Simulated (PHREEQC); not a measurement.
Consider water at 46 °C with 0.22 mol TMAH and 3.9e-05 mol K2CO3 per kg of water. Closed to the air; pH follows from the charge balance.

Model: ion-association model, wateq4f.dat, run in PHREEQC.

| Property | Result |
|---|---|
| pH | 12.56 |
| ionic strength | 0.220 mol/kgw |
| activity of water | 0.993 |
| total alkalinity | 220 meq/kg |

| species | molality | activity | log γ |
|---|---|---|---|
| OH- | 0.220 | 0.152 | -0.161 |
| (CH3)4N+ | 0.220 | 0.155 | -0.153 |
| K+ | 7.80e-5 | 5.42e-5 | -0.158 |
| CO3-2 | 3.89e-5 | 1.12e-5 | -0.541 |
| HCO3- | 6.49e-8 | 4.76e-8 | -0.135 |

No solid was allowed to form. Complexes and solids missing from the database can't appear. (CH3)4N+ isn't in the database: it is added as a free cation with an ion size of 4 Å. At this temperature some constants are extrapolated from 25 °C, and those without enthalpy data are left unchanged.
